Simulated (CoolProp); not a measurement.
R404A along the isobar 1.07 MPa: Z from the reference equation and from simpler models built on Tc = 72.1 °C, pc = 3.735 MPa, ω = 0.293; each cubic takes its own stable root.

Values from CoolProp's reference Helmholtz-energy equation of state, Lemmon 2003. It is a pseudo-pure fit of the blend.

| T (°C) | phase | reference | Pitzer virial | van der Waals | Peng-Robinson |
|---|---|---|---|---|---|
| 40.85 | gas | 0.8356 | 0.8606 | 0.8809 | 0.8378 |
| 55.15 | gas | 0.8633 | 0.8807 | 0.8945 | 0.8620 |
| 69.45 | gas | 0.8848 | 0.8973 | 0.9060 | 0.8816 |
| 83.75 | gas | 0.9018 | 0.9112 | 0.9158 | 0.8977 |
| 98.05 | gas | 0.9156 | 0.9229 | 0.9242 | 0.9112 |
| 112.35 | gas | 0.9270 | 0.9328 | 0.9316 | 0.9226 |
| 126.65 | gas | 0.9365 | 0.9413 | 0.9380 | 0.9323 |
| 140.95 | gas | 0.9446 | 0.9486 | 0.9436 | 0.9407 |
| 155.25 | gas | 0.9514 | 0.9549 | 0.9486 | 0.9479 |
| 169.65 | gas | 0.9574 | 0.9604 | 0.9531 | 0.9542 |
| 183.95 | gas | 0.9625 | 0.9651 | 0.9570 | 0.9597 |
| 198.25 | gas | 0.9669 | 0.9693 | 0.9606 | 0.9645 |
| 212.55 | gas | 0.9708 | 0.9730 | 0.9638 | 0.9687 |
| 226.85 | gas | 0.9742 | 0.9762 | 0.9666 | 0.9725 |
